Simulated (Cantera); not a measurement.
**Stirred combustor or abatement burner**

A perfectly stirred reactor is fed with 7.84 % CH4, 19.4 % O2, 72.8 % N2, at 1.09 atm; it is adiabatic with a 500 K inlet, and is followed from long to short residence time, starting on the burning branch (τ in s: 0.077, 0.038, 0.019, 0.0096, 0.0048, 0.0024, 0.0012, 0.00059, 0.0003, 0.00015, 7.4e-05).

Computed with Cantera and GRI-Mech 3.0 (53 species, 325 reactions).

```csv
τ (s),T (K),x CH4,x O2,x C2H4,x CH2CO,x CO,x CH2O
0.077,2142,4.12e-6,0.0368,2.19e-10,2.70e-10,0.00217,6.53e-7
0.038,2136,7.40e-6,0.0372,6.40e-10,6.59e-10,0.00265,1.19e-6
0.019,2125,1.26e-5,0.0376,1.58e-9,1.55e-9,0.00345,2.04e-6
0.0096,2108,2.05e-5,0.0382,3.39e-9,3.42e-9,0.00465,3.34e-6
0.0048,2083,3.31e-5,0.0391,6.75e-9,7.18e-9,0.00637,5.35e-6
0.0024,2049,5.37e-5,0.0403,1.31e-8,1.44e-8,0.00859,8.46e-6
0.0012,2007,8.92e-5,0.0419,2.61e-8,2.86e-8,0.0113,1.34e-5
0.00059,1955,0.000156,0.0439,5.77e-8,5.98e-8,0.0146,2.21e-5
0.00030,1897,0.000282,0.0465,1.41e-7,1.33e-7,0.0184,3.69e-5
0.00015,1829,0.000569,0.0505,4.45e-7,3.63e-7,0.0236,6.76e-5
7.4e-5,1737,0.00150,0.0586,2.58e-6,1.69e-6,0.0328,0.000153
```
x: mole fraction; the columns are a selection and need not sum to one.
